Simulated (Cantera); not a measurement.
Charge: 1 mol CCl₄, 1.1 mol H₂, 1.1 mol HCl, equilibrated at 8.40 Pa.

Cantera equilibrium calculation (NASA polynomials, part measured and part estimated; ideal gas, pure solids and liquids). Candidate condensed phases: C, C₆H₆, C₇H₈, C₈H₁₈; 91 gas species. Kinetics and transport are ignored.

Q: Which condensed phases are stable at each of these points (T (K)): 2150, 2250, 2350, 2450, 2550, 2650, 2750, 2850, 2950?

A: 
| T (K) | condensed phases | C condensed (%) |
|---|---|---|
| 2150 | C(graphite) | 99.8 |
| 2250 | C(graphite) | 99.5 |
| 2350 | C(graphite) | 98.3 |
| 2450 | C(graphite) | 92.0 |
| 2550 | C(graphite) | 62.4 |
| 2650 | gas only | 0.0 |
| 2750 | gas only | 0.0 |
| 2850 | gas only | 0.0 |
| 2950 | gas only | 0.0 |

From 2150 K to 2550 K the condensed part is C(graphite). From 2650 K to 2950 K nothing is condensed.
